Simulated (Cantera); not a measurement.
Cantera run:

```python
import numpy as np
import cantera as ct

gas_names = """
    H H2 H2S N NH NH2 NH3 N2 N2H2 N2H4 Pb PbS Pb2 S SH SN S2 S8
""".split()
cond_names = """
    Pb(cr) Pb(L) PbS(s) PbS(L) S(cr1) S(cr2) S(L)
""".split()


# ... load() reads the species with a 1 bar reference pressure and builds the phases ...
atoms = {
    'Pb': {'Pb': 1},
    'H2S': {'H': 2, 'S': 1},
    'N2': {'N': 2},
}
top_T = {}  # K; cautious upper limits of use, not melting points


# ... equilibrate(T, P, feed) seeds the gas with the atoms and calls Mixture.equilibrate('TP', solver="vcs", rtol=1e-11, max_steps=5000) ...
results = []
feed = {'Pb': 1, 'H2S': 0.17, 'N2': 33}  # mol
P = 17  # Pa
for T in [800, 825, 850, 875, 900, 925, 950, 975, 1000, 1025, 1050, 1075, 1100]:
    mix = equilibrate(T, P, feed)
    results.append((T, P, feed, dict(zip(mix.species_names, mix.species_moles))))

top = {s: max(r[3][s] / sum(r[3][g] for g in gas_names) for r in results) for s in gas_names}
cols = sorted((s for s in top if top[s] > 0.0001), key=lambda s: -top[s])[:9]
seen = [c for c in cond_names if any(r[3].get(c, 0) > 1e-12 for r in results)]
print("log10 of partial pressures in bar; condensed amounts in mol")
print(f"{'T/K':>10s}" + "".join(f"{s[:9]:>10s}" for s in cols + seen))
for T, P, feed, n in results:
    ng = sum(n[g] for g in gas_names)
    print(f"{T:10.4g}" + "".join(f"{np.log10(max(n[s] / ng * P / 1e5, 1e-99)):10.3f}" for s in cols)
          + "".join(f"{n.get(c, 0):10.4g}" for c in seen))
```

Result:

```
log10 of partial pressures in bar; condensed amounts in mol
       T/K        N2        Pb        H2       PbS     Pb(L)    PbS(s)
       800    -3.772    -7.212    -6.061    -6.940    0.8183    0.1473
       825    -3.773    -6.843    -6.062    -6.501    0.8024    0.1078
       850    -3.775    -6.497    -6.064    -6.088    0.7681  0.008814
       875    -3.776    -6.171    -6.065    -6.065    0.6976         0
       900    -3.778    -5.864    -6.066    -6.066    0.5596         0
       925    -3.781    -5.573    -6.069    -6.069    0.2978         0
       950    -3.785    -5.384    -6.073    -6.073         0         0
       975    -3.785    -5.384    -6.073    -6.073         0         0
      1000    -3.785    -5.384    -6.073    -6.073         0         0
      1025    -3.785    -5.384    -6.073    -6.073         0         0
      1050    -3.785    -5.384    -6.073    -6.073         0         0
      1075    -3.785    -5.384    -6.073    -6.073         0         0
      1100    -3.785    -5.384    -6.073    -6.074         0         0
```

Method: chemical equilibrium by Gibbs-energy minimisation in Cantera with the NASA 1993 tables (ideal gas, pure condensed phases).
